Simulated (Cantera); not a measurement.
A closed system holds: 1 mol MgO, 3.9 mol CO, 0.19 mol H2, held at 1425 K and 0.100 bar.

Equilibrium computed with Cantera from the NASA thermochemical tables; the gas is ideal and each condensed phase is pure. Candidate condensed phases: C, C6H6, C7H8, C8H18, H2O, Mg, MgCO3, MgO, Mg(OH)2; 116 gas species. The numbers say what is thermodynamically allowed, not how fast it happens.

Base state: CO 0.953, H2 0.0464, CO2 0.000121, H2O 1.34e-5 (mole fractions); condensed: C(graphite) + MgO(s).

Task: What changes in the equilibrium state with this change: temperature from 1425 K to 948.15 K?

Result: 
```csv
species,before,after
CO,0.953,0.828
CO2,0.000121,0.120
H2,0.0464,0.0483
H2O,1.34e-5,0.00386
CH4,8.13e-7,3.99e-5
"C(graphite), mol",0.000528,0.450
"MgO(s), mol",1.000,1.00
```
